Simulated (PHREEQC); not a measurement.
Copper plating or etch bath: an equilibrium model

Make-up at 34 °C: 10 mmol/kgw CuCl2, 4.9 mmol/kgw HBF4 and 0.12 mmol/kgw NaCl. Closed to the air; pH follows from the charge balance.

Equilibrium calculation in PHREEQC: ion-association model, phreeqc.dat.

pH: 2.40
ionic strength: 0.0337 mol/kgw
total alkalinity: -19.6 meq/kg

```csv
species,molality,activity,log γ
Cl-,0.0197,0.0165,-0.077
Cu+2,0.00951,0.00500,-0.279
HF,0.00464,0.00467,0.003
H+,0.00455,0.00394,-0.062
BF4-,0.00322,0.00271,-0.075
H3BO3,0.00125,0.00126,0.003
F-,0.000802,0.000670,-0.078
CuCl+,0.000406,0.000341,-0.077
BF3OH-,0.000303,0.000255,-0.075
BF2(OH)2-,0.000122,0.000103,-0.075
Na+,0.000120,0.000101,-0.074
CuF+,7.85e-5,6.61e-5,-0.075
HF2-,1.52e-5,1.27e-5,-0.075
```

Precipitation was switched off in this run. Real BF4- forms and hydrolyses slowly; the run takes it at equilibrium.
